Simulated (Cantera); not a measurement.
## Chlorosilane synthesis and conversion: Si + HCl + H₂

Feed: 1 mol Si, 1 mol HCl, 1.2 mol H₂, equilibrated at 0.100 bar.

These are equilibrium values from Cantera (NASA tables, ideal gas, pure condensed phases), not measurements of a reactor. Candidate condensed phases: Si; 19 gas species. The tables' values for SiCl₃, SiCl are old estimates; treat these amounts as uncertain. Gases not in the tables: Si₂H₆ and higher silanes. Rates play no part.

From 523 K to 1623 K the condensed part is Si(s). At 1723 K the condensed part is Si(l). The main Si-bearing gas is SiCl₄ at 523 K and SiCl₂ at 1723 K. The share of Si in condensed phases is highest at 1223 K (75.3 %) and lowest at 1723 K (68.8 %).

| T (K) | x H₂ | x HCl | x SiCl₂ | x SiCl₄ | x SiHCl₃ | x SiCl₃ | n Si(s) | n Si(l) |
|---|---|---|---|---|---|---|---|---|
| 523 | 0.861 | 7.72e-6 | 1.87e-11 | 0.101 | 0.0381 | 1.73e-8 | 0.731 | 0 |
| 623 | 0.861 | 0.000111 | 7.21e-9 | 0.102 | 0.0364 | 8.72e-7 | 0.732 | 0 |
| 723 | 0.861 | 0.000760 | 5.25e-7 | 0.103 | 0.0348 | 1.47e-5 | 0.733 | 0 |
| 823 | 0.860 | 0.00322 | 1.32e-5 | 0.103 | 0.0332 | 0.000123 | 0.735 | 0 |
| 923 | 0.855 | 0.00984 | 0.000163 | 0.102 | 0.0315 | 0.000641 | 0.738 | 0 |
| 1023 | 0.845 | 0.0238 | 0.00119 | 0.0975 | 0.0293 | 0.00234 | 0.744 | 0 |
| 1123 | 0.826 | 0.0477 | 0.00583 | 0.0874 | 0.0259 | 0.00640 | 0.751 | 0 |
| 1223 | 0.795 | 0.0813 | 0.0202 | 0.0684 | 0.0206 | 0.0132 | 0.753 | 0 |
| 1323 | 0.757 | 0.118 | 0.0500 | 0.0416 | 0.0136 | 0.0195 | 0.741 | 0 |
| 1423 | 0.723 | 0.145 | 0.0872 | 0.0177 | 0.00685 | 0.0197 | 0.720 | 0 |
| 1523 | 0.705 | 0.157 | 0.115 | 0.00557 | 0.00280 | 0.0146 | 0.701 | 0 |
| 1623 | 0.697 | 0.161 | 0.129 | 0.00161 | 0.00109 | 0.00946 | 0.690 | 0 |
| 1723 | 0.693 | 0.164 | 0.135 | 0.000512 | 0.000444 | 0.00607 | 0 | 0.688 |
x: gas mole fraction; n: condensed amount in mol.
